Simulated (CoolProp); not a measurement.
Saturated liquid density (kg/m³) of sulfur hexafluoride: the reference equation beside estimates from Tc = 318.7 K, pc = 37.55 bar, ω = 0.210.

Values from CoolProp's reference Helmholtz-energy equation of state, Guder 2009.

| T (K) | reference | Redlich-Kwong | Soave-Redlich-Kwong | Peng-Robinson |
|---|---|---|---|---|
| 241.8 | 1751 | 1598 | 1657 | 1879 |
| 246.6 | 1725 | 1566 | 1626 | 1844 |
| 251.3 | 1698 | 1534 | 1593 | 1808 |
| 256 | 1670 | 1500 | 1560 | 1770 |
| 260.8 | 1641 | 1464 | 1524 | 1729 |
| 265.5 | 1610 | 1427 | 1486 | 1687 |
| 270.3 | 1578 | 1388 | 1446 | 1641 |
| 275 | 1545 | 1347 | 1405 | 1593 |
| 279.7 | 1509 | 1304 | 1360 | 1542 |
| 284.5 | 1471 | 1258 | 1312 | 1486 |
| 289.2 | 1430 | 1209 | 1261 | 1427 |

Absolute difference from the reference over all 11 rows, mean and median: Redlich-Kwong 11.7 and 11.4 %, Soave-Redlich-Kwong 8.1 and 7.7 %, Peng-Robinson 4.3 and 4.8 %.
